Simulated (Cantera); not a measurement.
Pyrogenic steam for wet oxidation

An isothermal, constant-pressure homogeneous reactor starts with 41.5 % H2, 24.4 % O2, 34.1 % N2, at 898 K and 0.128 atm.

Model: the H2/O2 subset of GRI-Mech 3.0, which has no nitrogen chemistry, integrated in Cantera. Radical loss at walls, strong at low pressure, is not modelled. Below about 950 K walls govern HO2 and H2O2 in real vessels. The temperature is held fixed by assumption; the heat of reaction is taken as removed at once.

```json
[
 {"t (s)": "0.000300", "x H2": "0.415", "x O2": "0.244", "x OH": "1.60e-11", "x H": "6.75e-10", "x HO2": "3.98e-10", "x H2O2": "<1e-12", "x H2O": "8.81e-10"},
 {"t (s)": "0.00143", "x H2": "0.415", "x O2": "0.244", "x OH": "1.70e-6", "x H": "5.86e-5", "x HO2": "1.77e-5", "x H2O2": "5.11e-8", "x H2O": "9.96e-5"},
 {"t (s)": "0.00682", "x H2": "0.0322", "x O2": "0.0615", "x OH": "3.61e-5", "x H": "0.000148", "x HO2": "3.75e-5", "x H2O2": "2.44e-6", "x H2O": "0.482"},
 {"t (s)": "0.0325", "x H2": "0.0277", "x O2": "0.0593", "x OH": "4.25e-8", "x H": "1.85e-7", "x HO2": "1.89e-5", "x H2O2": "2.60e-5", "x H2O": "0.488"},
 {"t (s)": "0.155", "x H2": "0.0274", "x O2": "0.0592", "x OH": "7.64e-8", "x H": "3.27e-7", "x HO2": "1.84e-5", "x H2O2": "5.19e-5", "x H2O": "0.488"},
 {"t (s)": "0.739", "x H2": "0.0236", "x O2": "0.0574", "x OH": "2.05e-7", "x H": "6.97e-7", "x HO2": "2.32e-5", "x H2O2": "0.000108", "x H2O": "0.493"},
 {"t (s)": "3.52", "x H2": "0.00997", "x O2": "0.0509", "x OH": "2.04e-7", "x H": "3.33e-7", "x HO2": "1.70e-5", "x H2O2": "7.03e-5", "x H2O": "0.510"},
 {"t (s)": "16.8", "x H2": "0.000407", "x O2": "0.0463", "x OH": "1.04e-7", "x H": "8.64e-9", "x HO2": "3.13e-6", "x H2O2": "3.25e-6", "x H2O": "0.523"},
 {"t (s)": "80.0", "x H2": "2.27e-5", "x O2": "0.0462", "x OH": "1.37e-8", "x H": "6.99e-11", "x HO2": "2.61e-7", "x H2O2": "2.54e-8", "x H2O": "0.523"}
]
```
x: mole fraction; the columns are a selection and need not sum to one.

Equilibrium at this temperature and pressure: H2 2.02e-11, O2 0.0462, OH 3.27e-8, H <1e-12, HO2 6.68e-11, H2O2 2.67e-11, H2O 0.523 (gas phase only).
